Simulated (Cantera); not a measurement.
Charge: 1 mol FeCl₂, 1.3 mol H₂O, 65 mol H₂, equilibrated at 1898 K and 14.0 Pa.

Cantera equilibrium calculation (NASA polynomials, part measured and part estimated; ideal gas, pure solids and liquids). Candidate condensed phases: Fe, FeCl₂, FeCl₃, FeO, Fe(OH)₂, Fe(OH)₃, Fe₂O₃, Fe₃O₄, H₂O; 22 gas species. Kinetics and transport are ignored.

Base state: H₂ 0.877, H 0.0619, HCl 0.0269, H₂O 0.0183, Fe 0.0142, Cl 0.00143, OH 0.000106, FeCl₂ 1.82e-5 (mole fractions); condensed: gas only.

Problem. What changes in the equilibrium state with this change: temperature from 1898 K to 1173 K?

Solution. 
```
species       before     after
----------  --------  --------
H₂             0.877     0.951
HCl           0.0269    0.0291
H₂O           0.0183    0.0193
H             0.0619   9.72e-6
Fe            0.0142   1.40e-7
FeCl₂        1.82e-5  0.000308
OH          0.000106   1.36e-9
Cl           0.00143   2.60e-7
Fe(α), mol         0     0.979
```

Problem. What changes in the equilibrium state with this change: temperature from 1898 K to 1750 K?

Solution. 
| species | before | after |
|---|---|---|
| H₂ | 0.877 | 0.919 |
| HCl | 0.0269 | 0.0283 |
| H | 0.0619 | 0.0188 |
| H₂O | 0.0183 | 0.0188 |
| Fe | 0.0142 | 0.0144 |
| FeCl₂ | 1.82e-5 | 0.000136 |
| OH | 0.000106 | 2.26e-5 |
| Cl | 0.00143 | 0.000447 |
